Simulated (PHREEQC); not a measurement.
2.2 g of hydrous ferric oxide (600 m²/g; 0.2 weak and 0.005 strong sites per Fe, Dzombak-Morel constants, diffuse double layer) in 1 kg of water with 0.1 mol/kgw of an inert sodium salt and 0.012 mol/kgw CuSO4 and 3.1e-05 mol/kgw Ag2SO4, at 25 °C; the pH is set by adding NaOH or the inert anion's acid. Oxygen alone is held at its pressure in air (log pO2 = -0.68). The system is closed to CO2. Nothing may precipitate in this run.

Base run: PHREEQC, ion-association model, wateq4f.dat. Each further column changes one thing. The table gives Cu sorbed (%).

```tsv
pH	base	no electrostatic term (-no_edl)	background salt from 0.1 to 0.01 mol/kgw	oxide from 2.2 to 11 g/kgw
3	0.2	0.2	0.2	0.8
4.33	6.9	10.5	7.3	31.9
5.67	31.4	41.8	29.1	98.6
7	34.2	42.2	31.6	100.0
8.33	32.4	42.2	30.3	99.9
9.67	23.8	41.2	22.8	98.6
11	19.6	7.1	20.0	89.8
```

In at least one series the solution becomes supersaturated in solids that the run did not let form, among them Cu(OH)2, Brochantite, Antlerite. The database's constant for dissolved Cu(OH)2 is higher than later reviews accept. The oxide is taken as insoluble; below pH 4 it would dissolve.
